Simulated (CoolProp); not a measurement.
Vapour pressure (bar) of R113: the reference equation beside estimates from Tc = 214.1 °C, pc = 33.92 bar, ω = 0.253.

Model: reference Helmholtz-energy equation of state, Marx 1992, in CoolProp.

| T (°C) | reference | Lee-Kesler | van der Waals | Redlich-Kwong |
|---|---|---|---|---|
| 110.95 | 5.603 | 5.625 | 12.15 | 7.510 |
| 113.55 | 5.931 | 5.954 | 12.54 | 7.885 |
| 116.05 | 6.260 | 6.284 | 12.92 | 8.257 |
| 118.65 | 6.616 | 6.641 | 13.32 | 8.656 |
| 121.15 | 6.973 | 6.998 | 13.72 | 9.052 |
| 123.65 | 7.344 | 7.370 | 14.12 | 9.461 |
| 126.25 | 7.745 | 7.771 | 14.55 | 9.899 |
| 128.75 | 8.146 | 8.172 | 14.96 | 10.33 |
| 131.35 | 8.578 | 8.604 | 15.40 | 10.80 |
| 133.85 | 9.010 | 9.036 | 15.84 | 11.26 |
| 136.45 | 9.477 | 9.502 | 16.30 | 11.75 |
| 138.95 | 9.941 | 9.966 | 16.74 | 12.24 |
| 141.45 | 10.42 | 10.45 | 17.20 | 12.74 |

Absolute difference from the reference over all 13 rows, mean and median: Lee-Kesler 0.3 and 0.3 %, van der Waals 89.0 and 87.9 %, Redlich-Kwong 27.9 and 27.8 %.
